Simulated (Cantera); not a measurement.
What does this Cantera script print?

```python
import numpy as np
import cantera as ct

gas = ct.Solution("gri30.yaml")
gas.TPX = 1225, 500000, {'CH4': 1, 'O2': 1.54, 'N2': 5.78}
reactor = ct.IdealGasReactor(gas, energy="on", clone=False)
net = ct.ReactorNet([reactor])
net.rtol, net.atol = 1e-08, 1e-16
show = ['CH4', 'O2', 'NO', 'CH3', 'HCN', 'CH2CO', 'H2']
times = np.geomspace(2e-06, 1, 10)

steps = ct.SolutionArray(gas, extra=["t"])
rows = []
print(f"{'t/s':>10s}{'T/K':>9s}{'P/Pa':>11s}" + "".join(f"{s:>11s}" for s in show))
for t in times:
    while net.time < t:
        t_next = net.step()
        steps.append(gas.state, t=t_next)
    rows.append([np.interp(t, steps.t, y) for y in (steps.T, steps.P, *steps(*show).X.T)])
    print(f"{t:10.3e}{rows[-1][0]:9.1f}{rows[-1][1]:11.4g}" + "".join(f"{x:11.3e}" for x in rows[-1][2:]))
rate = np.gradient(steps.T, steps.t)
print("integrator steps:", len(steps.t))
if steps.T.max() > steps.T[0] + 200:
    print(f"time of steepest temperature rise: {steps.t[rate.argmax()]:.4e} s")
gas.TPX = 1225, 500000, {'CH4': 1, 'O2': 1.54, 'N2': 5.78}
gas.equilibrate("UV")
print(f"equilibrium (UV): T = {gas.T:.1f} K  " + "  ".join(f"{s} {gas[s].X[0]:.3e}" for s in show))
```

Result:

```
       t/s      T/K       P/Pa        CH4         O2         NO        CH3        HCN      CH2CO         H2
 2.000e-06   1225.0      5e+05  1.202e-01  1.851e-01  1.928e-21  1.676e-08  1.737e-24  7.285e-25  1.184e-10
 8.595e-06   1225.0      5e+05  1.202e-01  1.851e-01  2.090e-20  7.413e-08  3.290e-23  2.860e-21  7.130e-10
 3.694e-05   1225.0      5e+05  1.202e-01  1.851e-01  3.419e-19  3.661e-07  6.816e-22  7.675e-18  7.261e-09
 1.587e-04   1225.0      5e+05  1.202e-01  1.851e-01  9.633e-18  2.643e-06  2.223e-20  4.230e-14  1.919e-07
 6.822e-04   1225.3  5.001e+05  1.201e-01  1.851e-01  2.659e-16  8.976e-06  9.328e-19  1.128e-10  5.062e-06
 2.932e-03   1228.3  5.014e+05  1.196e-01  1.847e-01  3.944e-15  1.500e-05  1.699e-17  1.976e-08  7.019e-05
 1.260e-02   2974.1  1.301e+06  3.308e-12  2.171e-03  4.273e-03  1.038e-11  7.864e-08  4.277e-14  4.233e-02
 5.415e-02   2974.1  1.301e+06  3.308e-12  2.171e-03  4.273e-03  1.038e-11  7.864e-08  4.277e-14  4.233e-02
 2.327e-01   2974.1  1.301e+06  3.308e-12  2.171e-03  4.273e-03  1.038e-11  7.864e-08  4.277e-14  4.233e-02
 1.000e+00   2974.1  1.301e+06  3.308e-12  2.171e-03  4.273e-03  1.038e-11  7.864e-08  4.277e-14  4.233e-02
integrator steps: 2351
time of steepest temperature rise: 7.8731e-03 s
equilibrium (UV): T = 2974.1 K  CH4 3.898e-12  O2 2.171e-03  NO 4.273e-03  CH3 1.223e-11  HCN 7.864e-08  CH2CO 4.593e-14  H2 4.233e-02
```

Model: GRI-Mech 3.0 (53 species, 325 reactions), integrated in Cantera.
